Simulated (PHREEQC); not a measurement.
1 kg of water holding 0.0042 mol KCl, 0.093 mol NaCl, 0.18 mol NaBr, 0.039 mol MgBr2 and 0.00054 mol CaSO4 is evaporated at 25 °C; the solids stay in contact with the brine. No CO2 enters from the air. The run lets Arcanite, Bischofite, Bloedite, Brucite, Carnallite, Epsomite, Glaserite, Glauberite, Gypsum, Anhydrite, Halite, Hexahydrite, Kainite, Kieserite, Leonite, Mirabilite, Misenite, Polyhalite, Portlandite, Schoenite, Sylvite, Syngenite, Thenardite, MgCl2_4H2O precipitate or redissolve, and no other solid.

All values are PHREEQC results (Pitzer model, pitzer.dat), not measurements.

```json
[
 {"water left (kg)": "1", "ionic strength": "0.396", "water activity": "0.989", "Na in solution (mol/kgw)": "0.273", "Br in solution (mol/kgw)": "0.258", "Cl in solution (mol/kgw)": "0.0972"},
 {"water left (kg)": "0.8219", "ionic strength": "0.482", "water activity": "0.986", "Na in solution (mol/kgw)": "0.332", "Br in solution (mol/kgw)": "0.314", "Cl in solution (mol/kgw)": "0.118"},
 {"water left (kg)": "0.5552", "ionic strength": "0.714", "water activity": "…", "Na in solution (mol/kgw)": "0.492", "Br in solution (mol/kgw)": "0.465", "Cl in solution (mol/kgw)": "0.175"},
 {"water left (kg)": "0.4563", "ionic strength": "0.869", "water activity": "…", "Na in solution (mol/kgw)": "0.598", "Br in solution (mol/kgw)": "0.565", "Cl in solution (mol/kgw)": "0.213"},
 {"water left (kg)": "0.3082", "ionic strength": "1.29", "water activity": "0.962", "Na in solution (mol/kgw)": "0.886", "Br in solution (mol/kgw)": "0.837", "Cl in solution (mol/kgw)": "0.315"},
 {"water left (kg)": "0.2533", "ionic strength": "1.56", "water activity": "…", "Na in solution (mol/kgw)": "1.08", "Br in solution (mol/kgw)": "1.02", "Cl in solution (mol/kgw)": "0.384"},
 {"water left (kg)": "0.1711", "ionic strength": "2.32", "water activity": "0.928", "Na in solution (mol/kgw)": "1.60", "Br in solution (mol/kgw)": "1.51", "Cl in solution (mol/kgw)": "0.568"},
 {"water left (kg)": "0.1407", "ionic strength": "2.82", "water activity": "…", "Na in solution (mol/kgw)": "1.94", "Br in solution (mol/kgw)": "1.83", "Cl in solution (mol/kgw)": "0.691"},
 {"water left (kg)": "0.09502", "ionic strength": "4.17", "water activity": "…", "Na in solution (mol/kgw)": "2.87", "Br in solution (mol/kgw)": "2.72", "Cl in solution (mol/kgw)": "1.02"},
 {"water left (kg)": "0.07809", "ionic strength": "5.08", "water activity": "0.813", "Na in solution (mol/kgw)": "3.50", "Br in solution (mol/kgw)": "3.30", "Cl in solution (mol/kgw)": "1.24"}
]
```

Task: What belongs in the gaps?

Result: 
- 0.5552, water activity: 0.980
- 0.4563, water activity: 0.975
- 0.2533, water activity: 0.954
- 0.1407, water activity: 0.909
- 0.09502, water activity: 0.854

Complexes and solids missing from the database can't appear.
